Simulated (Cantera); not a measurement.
Input (Python, Cantera):

```python
import numpy as np
import cantera as ct

gas = ct.Solution("gri30.yaml")
gas.TPX = 1250, 130000, {'N2O': 1, 'N2': 0.97}
reactor = ct.IdealGasConstPressureReactor(gas, energy="off", clone=False)
net = ct.ReactorNet([reactor])
net.rtol, net.atol = 1e-08, 1e-18
show = ['N2O', 'O2', 'N2', 'NO', 'O', 'NO2']
times = np.geomspace(0.0003, 20, 14)

steps = ct.SolutionArray(gas, extra=["t"])
rows = []
print(f"{'t/s':>10s}{'T/K':>9s}{'P/Pa':>11s}" + "".join(f"{s:>11s}" for s in show))
for t in times:
    while net.time < t:
        t_next = net.step()
        steps.append(gas.state, t=t_next)
    rows.append([np.interp(t, steps.t, y) for y in (steps.T, steps.P, *steps(*show).X.T)])
    print(f"{t:10.3e}{rows[-1][0]:9.1f}{rows[-1][1]:11.4g}" + "".join(f"{x:11.3e}" for x in rows[-1][2:]))
rate = np.gradient(steps.T, steps.t)
print("integrator steps:", len(steps.t))
if steps.T.max() > steps.T[0] + 200:
    print(f"time of steepest temperature rise: {steps.t[rate.argmax()]:.4e} s")
gas.TPX = 1250, 130000, {'N2O': 1, 'N2': 0.97}
gas.equilibrate("TP")
print(f"equilibrium (TP): T = {gas.T:.1f} K  " + "  ".join(f"{s} {gas[s].X[0]:.3e}" for s in show))
```

Result:

```
       t/s      T/K       P/Pa        N2O         O2         N2         NO          O        NO2
 3.000e-04   1250.0    1.3e+05  5.073e-01  1.198e-04  4.926e-01  3.453e-05  3.580e-06  1.265e-08
 7.050e-04   1250.0    1.3e+05  5.068e-01  2.856e-04  4.928e-01  8.227e-05  3.579e-06  7.011e-08
 1.657e-03   1250.0    1.3e+05  5.057e-01  6.743e-04  4.935e-01  1.940e-04  3.576e-06  3.685e-07
 3.893e-03   1250.0    1.3e+05  5.031e-01  1.583e-03  4.949e-01  4.544e-04  3.569e-06  1.782e-06
 9.150e-03   1250.0    1.3e+05  4.970e-01  3.691e-03  4.982e-01  1.055e-03  3.549e-06  7.400e-06
 2.150e-02   1250.0    1.3e+05  4.832e-01  8.505e-03  5.059e-01  2.416e-03  3.496e-06  2.433e-05
 5.053e-02   1250.0    1.3e+05  4.529e-01  1.909e-02  5.226e-01  5.361e-03  3.373e-06  6.353e-05
 1.187e-01   1250.0    1.3e+05  3.916e-01  4.056e-02  5.565e-01  1.113e-02  3.107e-06  1.406e-04
 2.790e-01   1250.0    1.3e+05  2.872e-01  7.753e-02  6.147e-01  2.026e-02  2.589e-06  2.631e-04
 6.558e-01   1250.0    1.3e+05  1.552e-01  1.252e-01  6.892e-01  2.994e-02  1.749e-06  3.936e-04
 1.541e+00   1250.0    1.3e+05  4.978e-02  1.647e-01  7.502e-01  3.482e-02  7.560e-07  4.618e-04
 3.622e+00   1250.0    1.3e+05  5.914e-03  1.820e-01  7.763e-01  3.526e-02  1.298e-07  4.776e-04
 8.511e+00   1250.0    1.3e+05  6.082e-05  1.844e-01  7.799e-01  3.516e-02  2.732e-08  5.012e-04
 2.000e+01   1250.0    1.3e+05  3.522e-07  1.844e-01  7.799e-01  3.515e-02  2.625e-08  5.022e-04
integrator steps: 1208
equilibrium (TP): T = 1250.0 K  N2O 2.186e-08  O2 2.023e-01  N2 7.974e-01  NO 2.801e-04  O 2.748e-08  NO2 4.192e-06
```

Detailed kinetics in Cantera: GRI-Mech 3.0 (53 species, 325 reactions). GRI-Mech 3.0 was tuned for natural gas; its chemistry of N2O as a main component is partial and can be far from experiment. The mechanism lacks the step 2 NO + O2 → 2 NO2, which can matter for NO2 below about 1400 K. The temperature is held fixed by assumption; the heat of reaction is taken as removed at once.
